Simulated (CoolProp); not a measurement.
Vapour-liquid equilibrium of ethanol (1) + n-octane (2) at 440.5 K; x and y are mole fractions of (1).

Model: multi-fluid Helmholtz-energy mixture model, Schroeder 2014 and Beckmüller 2019; pair parameters Bell 2016, in CoolProp.

| x | bubble pressure (MPa) | y at the bubble point | dew pressure at overall composition x (MPa) | liquid density (mol/L) |
|---|---|---|---|---|
| 0.05 | 0.4842 | 0.401 | 0.3000 | … |
| 0.2 | 0.8553 | 0.664 | 0.3594 | … |
| 0.35 | 1.042 | 0.736 | 0.4452 | 6.222 |
| 0.5 | 1.163 | 0.781 | 0.5809 | 7.052 |
| 0.65 | … | 0.826 | 0.8228 | 8.211 |
| 0.8 | 1.370 | 0.885 | 1.210 | 9.887 |
| 0.95 | 1.466 | 0.966 | 1.451 | 12.38 |

### Question
Complete the blanks.

### Answer

- 0.05, liquid density (mol/L): 5.120
- 0.2, liquid density (mol/L): 5.603
- 0.65, bubble pressure (MPa): 1.268

No azeotrope shows between x = 0.05 and 0.95.

Pair parameters are fitted to limited data, so mixtures are less certain than the pure fluids. With so large a gap from Raoult's law the liquid may split in two, which this calculation doesn't test in full.
